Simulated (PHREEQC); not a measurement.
Dissolve 9.9 mmol/kgw Cu(BF4)2 and 5.8 mmol/kgw NaNO3 at 25 °C. Closed to the air; pH follows from the charge balance.

The numbers come from PHREEQC with the ion-association model, phreeqc.dat.

Each row changes one thing in this solution. This is a speciation only: nothing precipitates in the calculation.

```csv
case,pH,ionic strength (mol/kgw),BF4- (mol/kgw),HF (mol/kgw),F- (mol/kgw),BF3OH- (mol/kgw)
as made,2.86,0.0366,0.0167,0.00443,0.00259,0.00138
diluted 10-fold with water,3.07,0.00441,0.000840,0.00211,0.00177,0.000147
NaNO3 left out,2.86,0.0308,0.0167,0.00444,0.00257,0.00137
NaNO3 replaced by NaHF2 at the same molality,3.07,0.0354,0.0184,0.00662,0.00624,0.00102
NaNO3 from 0.0058 to 0.0029 mol/kgw,2.86,0.0337,0.0167,0.00443,0.00258,0.00138
diluted 5-fold with water,3.01,0.00806,0.00242,0.00271,0.00204,0.000328
temperature from 25 to 5 °C,2.83,0.0368,0.0172,0.00322,0.00249,0.00134
0.00071 mol/kgw LiCl added,2.86,0.0373,0.0167,0.00443,0.00259,0.00138
```

Complexes and solids missing from the database can't appear. At this temperature some constants are extrapolated from 25 °C, and those without enthalpy data are left unchanged. Real BF4- forms and hydrolyses slowly; the run takes it at equilibrium.
